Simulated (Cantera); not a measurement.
Charge: 1 mol SiH2Cl2, 0.051 mol O3, 0.41 mol H2, at 1823.15 K and 90.0 Torr.

Equilibrium computed with Cantera from the NASA thermochemical tables; the gas is ideal and each condensed phase is pure. Candidate condensed phases: H2O, Si, SiO2; 30 gas species. The tables' values for SiCl3, SiCl are old estimates; treat these amounts as uncertain. Gases not in the tables: Si2H6 and higher silanes. Kinetics and transport are ignored.

Base state: H2 0.452, SiCl2 0.270, HCl 0.202, SiO 0.0601, SiCl3 0.0128, SiCl4 0.000939, H 0.000842, SiHCl3 0.000559 (mole fractions); condensed: Si(l).

Problem. What changes in the equilibrium state with this change: pressure from 90.0 Torr to 180 Torr?

Solution. 
| species | before | after |
|---|---|---|
| H2 | 0.452 | 0.455 |
| SiCl2 | 0.270 | 0.263 |
| HCl | 0.202 | 0.200 |
| SiCl3 | 0.0128 | 0.0174 |
| SiO | 0.0601 | 0.0604 |
| Si | 3.69e-5 | 1.85e-5 |
| SiH2Cl2 | 6.07e-5 | 0.000119 |
| Si(l), mol | 0.123 | 0.128 |
